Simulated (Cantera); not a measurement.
Input: 1 mol V2O3, 340 mol H2, 0.6 mol H2O, equilibrated at 2098 K.

These are equilibrium values from Cantera (NASA tables, ideal gas, pure condensed phases), not measurements of a reactor. Candidate condensed phases: H2O, V, VO, V2O3, V2O4, V2O5; 12 gas species. VO: taken at fixed stoichiometry. The numbers say what is thermodynamically allowed, not how fast it happens.

Question: What share of the V ends up in condensed phases as a function of P (Pa), at 10, 36, 130, 460, 1700, 6000, 22000, 77000, 280000, 1000000?

Answer: 
```json
[
 {"P (Pa)": "10", "V condensed (%)": "0.0", "as": "-"},
 {"P (Pa)": "36", "V condensed (%)": "0.0", "as": "-"},
 {"P (Pa)": "130", "V condensed (%)": "0.0", "as": "-"},
 {"P (Pa)": "460", "V condensed (%)": "46.1", "as": "VO(l)"},
 {"P (Pa)": "1700", "V condensed (%)": "85.0", "as": "VO(l)"},
 {"P (Pa)": "6000", "V condensed (%)": "95.7", "as": "VO(l)"},
 {"P (Pa)": "22000", "V condensed (%)": "98.8", "as": "VO(l)"},
 {"P (Pa)": "77000", "V condensed (%)": "99.7", "as": "VO(l)"},
 {"P (Pa)": "280000", "V condensed (%)": "99.9", "as": "VO(l)"},
 {"P (Pa)": "1000000", "V condensed (%)": "100.0", "as": "VO(l)"}
]
```
